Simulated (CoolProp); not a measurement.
Vapour pressure (bar) of sulfur hexafluoride: the reference equation beside estimates from Tc = 318.7 K, pc = 37.55 bar, ω = 0.210. Clausius-Clapeyron is anchored at 238.6 K with a constant enthalpy of vaporisation of 15.18 kJ/mol.

Computed with CoolProp (reference Helmholtz-energy equation of state, Guder 2009).

```json
[
 {"T (K)": "232.7", "reference": "3.349", "Lee-Kesler": "3.415", "Clausius-Clapeyron": "3.445", "van der Waals": "___", "Redlich-Kwong": "4.638", "Soave-Redlich-Kwong": "3.415", "Peng-Robinson": "3.391"},
 {"T (K)": "235.6", "reference": "3.741", "Lee-Kesler": "3.813", "Clausius-Clapeyron": "3.794", "van der Waals": "9.883", "Redlich-Kwong": "5.116", "Soave-Redlich-Kwong": "3.815", "Peng-Robinson": "3.784"},
 {"T (K)": "238.6", "reference": "4.182", "Lee-Kesler": "4.261", "Clausius-Clapeyron": "4.182", "van der Waals": "10.51", "Redlich-Kwong": "5.646", "Soave-Redlich-Kwong": "4.265", "Peng-Robinson": "4.227"},
 {"T (K)": "241.5", "reference": "4.644", "Lee-Kesler": "___", "Clausius-Clapeyron": "4.585", "van der Waals": "11.14", "Redlich-Kwong": "6.194", "Soave-Redlich-Kwong": "4.737", "Peng-Robinson": "4.691"},
 {"T (K)": "244.4", "reference": "5.143", "Lee-Kesler": "___", "Clausius-Clapeyron": "5.015", "van der Waals": "11.80", "Redlich-Kwong": "6.778", "Soave-Redlich-Kwong": "5.247", "Peng-Robinson": "5.192"},
 {"T (K)": "247.4", "reference": "5.701", "Lee-Kesler": "___", "Clausius-Clapeyron": "5.491", "van der Waals": "12.50", "Redlich-Kwong": "7.422", "Soave-Redlich-Kwong": "5.817", "Peng-Robinson": "5.753"},
 {"T (K)": "250.3", "reference": "6.282", "Lee-Kesler": "6.385", "Clausius-Clapeyron": "___", "van der Waals": "13.21", "Redlich-Kwong": "___", "Soave-Redlich-Kwong": "6.410", "Peng-Robinson": "6.336"},
 {"T (K)": "253.2", "reference": "6.905", "Lee-Kesler": "7.014", "Clausius-Clapeyron": "6.502", "van der Waals": "13.94", "Redlich-Kwong": "8.785", "Soave-Redlich-Kwong": "7.047", "Peng-Robinson": "6.963"},
 {"T (K)": "256.2", "reference": "7.597", "Lee-Kesler": "7.711", "Clausius-Clapeyron": "7.075", "van der Waals": "14.72", "Redlich-Kwong": "9.553", "Soave-Redlich-Kwong": "7.754", "Peng-Robinson": "7.659"},
 {"T (K)": "259.1", "reference": "8.314", "Lee-Kesler": "8.431", "Clausius-Clapeyron": "7.662", "van der Waals": "___", "Redlich-Kwong": "10.34", "Soave-Redlich-Kwong": "8.486", "Peng-Robinson": "___"}
]
```

Q: Complete the blanks.

A: 
- 232.7, van der Waals: 9.299
- 241.5, Lee-Kesler: 4.730
- 244.4, Lee-Kesler: 5.235
- 247.4, Lee-Kesler: 5.799
- 250.3, Clausius-Clapeyron: 5.981
- 250.3, Redlich-Kwong: 8.083
- 259.1, van der Waals: 15.50
- 259.1, Peng-Robinson: 8.381

Absolute difference from the reference over all 10 rows, mean and median: Lee-Kesler 1.7 and 1.8 %, Clausius-Clapeyron 3.7 and 3.3 %, van der Waals 127.4 and 124.3 %, Redlich-Kwong 31.2 and 31.0 %, Soave-Redlich-Kwong 2.0 and 2.0 %, Peng-Robinson 1.0 and 0.9 %.
